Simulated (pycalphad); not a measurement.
Source of the numbers: pycalphad with the COST 507 light-alloy database (1999); pressure 1 atm. The database dates from 1999; later assessments differ in places, in temperatures and in the compounds included. Amounts are mole fractions of atoms.

Problem. Give the equilibrium state of Si-42.2Al (at.%) at 277 °C.

Solution. DIAMOND_A4, fraction 0.578, with <0.01 Al at.%; FCC_A1, fraction 0.422, with 99.96 Al at.%.

Problem. Give the equilibrium state of Si-42.2Al (at.%) at 827 °C.

Solution. LIQUID, fraction 0.600, with 70.4 Al at.%; DIAMOND_A4, fraction 0.400, with <0.01 Al at.%.

FCC_A1 is fcc; DIAMOND_A4 is diamond (Si).
